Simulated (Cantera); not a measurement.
Input (Python, Cantera) and output of one run.

```python
import numpy as np
import cantera as ct

gas_names = [...]  # 49 gases of nasa_gas.yaml made of B, Cl, H, N, O
cond_names = """
    B(b) B(L) BN(s) B2O3(L) B3O3H3(cr) H2O(s) H2O(L) NH4CL(a) NH4CL(b)
""".split()


# ... load() reads the species with a 1 bar reference pressure and builds the phases ...
atoms = {
    'BCl3': {'B': 1, 'CL': 3},
    'O2': {'O': 2},
    'N2': {'N': 2},
    'H2O': {'H': 2, 'O': 1},
}
top_T = {'BN(s)': 3200}  # K; cautious upper limits of use, not melting points


# ... equilibrate(T, P, feed) seeds the gas with the atoms and calls Mixture.equilibrate('TP', solver="vcs", rtol=1e-11, max_steps=5000) ...
results = []
feed = {'BCl3': 1, 'O2': 0.059, 'N2': 0.13, 'H2O': 2.7}  # mol
for P in [10, 32, 100, 320, 1000, 3200, 10000, 32000, 100000]:
    for T in [1550, 1625, 1700, 1775, 1850, 1925, 2000, 2075, 2150]:
        mix = equilibrate(T, P, feed)
        results.append((T, P, feed, dict(zip(mix.species_names, mix.species_moles))))

for T, P, feed, n in results:
    print(f"{T:7g} {P:10.4g}  " + (" + ".join(c for c in cond_names if n.get(c, 0) > 1e-12) or "gas only"))
```

It prints:

```
   1550         10  gas only
   1625         10  gas only
   1700         10  gas only
   1775         10  gas only
   1850         10  gas only
   1925         10  gas only
   2000         10  gas only
   2075         10  gas only
   2150         10  gas only
   1550         32  gas only
   1625         32  gas only
   1700         32  gas only
   1775         32  gas only
   1850         32  gas only
   1925         32  gas only
   2000         32  gas only
   2075         32  gas only
   2150         32  gas only
   1550        100  gas only
   1625        100  gas only
   1700        100  gas only
   1775        100  gas only
   1850        100  gas only
   1925        100  gas only
   2000        100  gas only
   2075        100  gas only
   2150        100  gas only
   1550        320  gas only
   1625        320  gas only
   1700        320  gas only
   1775        320  gas only
   1850        320  gas only
   1925        320  gas only
   2000        320  gas only
   2075        320  gas only
   2150        320  gas only
   1550       1000  B2O3(L)
   1625       1000  gas only
   1700       1000  gas only
   1775       1000  gas only
   1850       1000  gas only
   1925       1000  gas only
   2000       1000  gas only
   2075       1000  gas only
   2150       1000  gas only
   1550       3200  B2O3(L)
   1625       3200  B2O3(L)
   1700       3200  gas only
   1775       3200  gas only
   1850       3200  gas only
   1925       3200  gas only
   2000       3200  gas only
   2075       3200  gas only
   2150       3200  gas only
   1550      1e+04  B2O3(L)
   1625      1e+04  B2O3(L)
   1700      1e+04  B2O3(L)
   1775      1e+04  gas only
   1850      1e+04  gas only
   1925      1e+04  gas only
   2000      1e+04  gas only
   2075      1e+04  gas only
   2150      1e+04  gas only
   1550    3.2e+04  B2O3(L)
   1625    3.2e+04  B2O3(L)
   1700    3.2e+04  B2O3(L)
   1775    3.2e+04  B2O3(L)
   1850    3.2e+04  gas only
   1925    3.2e+04  gas only
   2000    3.2e+04  gas only
   2075    3.2e+04  gas only
   2150    3.2e+04  gas only
   1550      1e+05  B2O3(L)
   1625      1e+05  B2O3(L)
   1700      1e+05  B2O3(L)
   1775      1e+05  B2O3(L)
   1850      1e+05  B2O3(L)
   1925      1e+05  gas only
   2000      1e+05  gas only
   2075      1e+05  gas only
   2150      1e+05  gas only
```

Equilibrium computed with Cantera from the NASA thermochemical tables; the gas is ideal and each condensed phase is pure. The tables' values for BCl2 are old estimates. Gases not in the tables: H3BO3.
